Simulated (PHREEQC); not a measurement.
Dissolve 0.001 mol HF, 0.11 mol NH4HF2 and 0.00087 mol (NH4)2SiF6 per kg of water at 25 °C. Closed to the air; pH follows from the charge balance.

Computed with PHREEQC (ion-association model, phreeqc.dat).

```
Item                     Result
----------------  -------------
pH                         3.05
ionic strength    0.114 mol/kgw
density             1.000 g/cm³
total alkalinity    -114 meq/kg
```

| species | molality | activity | log γ |
|---|---|---|---|
| NH4+ | 0.112 | 0.0819 | -0.135 |
| F- | 0.0843 | 0.0634 | -0.124 |
| HF | 0.0831 | 0.0853 | 0.011 |
| HF2- | 0.0268 | 0.0207 | -0.111 |
| H+ | 0.00110 | 0.000898 | -0.086 |
| SiF6-2 | 0.000870 | 0.000314 | -0.443 |
| NH3 | 5.07e-8 | 5.20e-8 | 0.011 |

Precipitation was switched off in this run. Complexes and solids missing from the database can't appear. SiF6-2 is the database's only silicon fluoride.
